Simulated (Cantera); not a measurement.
**NH3 + H2O (abatement and gas-phase synthesis)**

Charge: 1 mol NH3, 3.3 mol H2O, equilibrated at 0.820 bar.

Cantera equilibrium calculation (NASA polynomials, part measured and part estimated; ideal gas, pure solids and liquids). Candidate condensed phases: H2O; 47 gas species. Ions and electrons are included (thermal ionisation). Rates play no part.

From 2000 K to 5000 K nothing is condensed.

```csv
T (K),x H,x H2O,x H2,x O,x OH,x N2,x O2
2000,0.000954,0.622,0.282,5.18e-7,0.000210,0.0943,4.92e-7
2500,0.0146,0.608,0.277,0.000231,0.00665,0.0932,0.000208
3000,0.0903,0.481,0.268,0.0111,0.0538,0.0841,0.00787
3500,0.313,0.172,0.230,0.0851,0.108,0.0600,0.0245
4000,0.567,0.0191,0.104,0.187,0.0610,0.0419,0.0130
4500,0.674,0.00127,0.0311,0.229,0.0193,0.0363,0.00346
5000,0.701,0.000107,0.00975,0.239,0.00619,0.0331,0.000955
```
x: gas mole fraction; nothing condenses.
